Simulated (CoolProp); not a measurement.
Saturation properties of hydrogen sulfide.

The numbers come from the reference Helmholtz-energy equation of state, Lemmon 2006 in CoolProp. It is a short technical equation, of lower accuracy than the large ones.

| T (°C) | p (MPa) | vapour density (kg/m³) | enthalpy of vaporisation (kJ/kg) | liquid viscosity (µPa s) |
|---|---|---|---|---|
| -61.65 | 0.09455 | 1.874 | 548.0 | 301 |
| -47.95 | 0.1824 | 3.439 | 531.5 | 248 |
| -34.15 | 0.3248 | 5.876 | 513.8 | 213 |
| -20.35 | 0.5398 | 9.450 | 494.7 | 187 |
| -6.65 | 0.8451 | 14.44 | 473.8 | 165 |
| 7.15 | 1.266 | 21.33 | 450.5 | 146 |
| 20.85 | 1.820 | 30.53 | 424.4 | 129 |
| 34.65 | 2.536 | 42.93 | 394.3 | 114 |
| 48.45 | 3.438 | 59.61 | 359.2 | 99.1 |

It boils at -60.3 °C under 1 atm.

Viscosity comes from a separate model (Quiñones-Cisneros 2012).
